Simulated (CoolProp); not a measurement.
Saturation properties of sulfur dioxide (Tc = 157.5 °C, pc = 7.887 MPa, ω = 0.256).

The numbers come from the reference Helmholtz-energy equation of state, Gao 2016 in CoolProp.

```
T (°C)  p (MPa)  liquid density (kg/m³)  vapour density (kg/m³)  enthalpy of vaporisation (kJ/kg)  surface tension (mN/m)
------  -------  ----------------------  ----------------------  --------------------------------  ----------------------
-29.75  0.03854                    1513                   1.238                             406.6                    32.4
-24.85  0.04983                    1500                   1.573                             402.4                    31.4
-19.85  0.06399                    1487                   1.987                             398.1                    30.4
-14.95  0.08087                    1474                   2.472                                 ?                    29.5
-10.05   0.1012                    1462                   3.047                             389.6                    28.5
-5.15    0.1253                    1449                   3.723                             385.2                    27.5
-0.15    0.1545                    1436                   4.529                             380.7                       ?
4.75          ?                    1423                   5.447                             376.1                    25.6
9.65     0.2273                    1409                   6.504                             371.5                    24.6
14.55    0.2725                    1396                   7.715                             366.8                    23.7
19.45    0.3244                    1382                   9.096                                 ?                    22.7
```

### Question
Complete the blanks.

### Answer

- -14.95, enthalpy of vaporisation (kJ/kg): 393.9
- -0.15, surface tension (mN/m): 26.6
- 4.75, p (MPa): 0.1881
- 19.45, enthalpy of vaporisation (kJ/kg): 362.0

It boils at -10.0 °C under 1 atm.

Surface tension comes from a separate correlation (Mulero 2012).
